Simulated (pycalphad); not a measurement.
CALPHAD calculation (pycalphad, COST 507 light-alloy database (1999)), 1 atm. These are 1990s assessments: newer ones move some temperatures and phases. Kinetics are ignored, which matters at the lower temperatures.

Molar enthalpy of Ti-1.98Hf-1.92B (at.%) in equilibrium (SER reference):

```tsv
T (°C)	H (kJ/mol)	phases
2577	109.82	LIQUID
2427	102.92	LIQUID
2277	96.03	LIQUID
2127	89.13	LIQUID
1977	82.24	LIQUID
1827	75.35	LIQUID
1677	68.46	LIQUID
1627	66.17	LIQUID
1527	47.33	BCC_A2 + BM
1477	45.57	BCC_A2 + BM
1377	42.14	BCC_A2 + BM
1227	37.23	BCC_A2 + BM
1077	32.55	BCC_A2 + BM
927	28.04	BCC_A2 + BM
777	19.26	HCP_A3 + BM
627	14.38	HCP_A3 + BM
477	9.72	HCP_A3 + BM
327	5.27	HCP_A3 + BM
```

Cooling from 1627 °C to 1527 °C, across the freezing range, releases 18.8 kJ/mol, or 379 J/g. The slope is 46 J/(mol K) in the liquid and 35 J/(mol K) just below the solidus, where it includes any heat of precipitation. Liquidus 1624 °C, solidus 1541 °C. Changes were sought between steps of 50 K, so a narrower field can be missed.

Database names, with the compositions (at.%) that they take in these runs: BM: Ti 50 B 50. BCC_A2 is bcc; HCP_A3 is hcp.
